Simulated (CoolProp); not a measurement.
Aqueous ammonia as a coolant, at 6 °C, 1 atm.

Model: Melinder's fits for secondary coolants, in CoolProp.

| mass % | freezing point (°C) | Prandtl number | cp (kJ/(kg K)) | conductivity (W/(m K)) | viscosity (mPa s) |
|---|---|---|---|---|---|
| 2.6 | … | 11.9 | 4.202 | 0.553 | 1.57 |
| 6.4 | -8.0 | … | 4.205 | … | 1.60 |
| 10.2 | -13.9 | 13.8 | 4.209 | … | 1.66 |
| 14 | -21.1 | 15.2 | 4.215 | 0.484 | 1.75 |
| 17.9 | -30.4 | … | 4.220 | 0.464 | 1.84 |
| 21.7 | -42.1 | 17.8 | 4.227 | 0.448 | 1.88 |
| 25.5 | … | 18.1 | 4.236 | … | 1.86 |
| 29.3 | -79.3 | 18.8 | 4.247 | 0.425 | 1.88 |

Q: Some entries are withheld; supply them.

A: 
- 2.6, freezing point (°C): -3.0
- 6.4, Prandtl number: 12.8
- 6.4, conductivity (W/(m K)): 0.529
- 10.2, conductivity (W/(m K)): 0.506
- 17.9, Prandtl number: 16.8
- 25.5, freezing point (°C): -57.8
- 25.5, conductivity (W/(m K)): 0.436
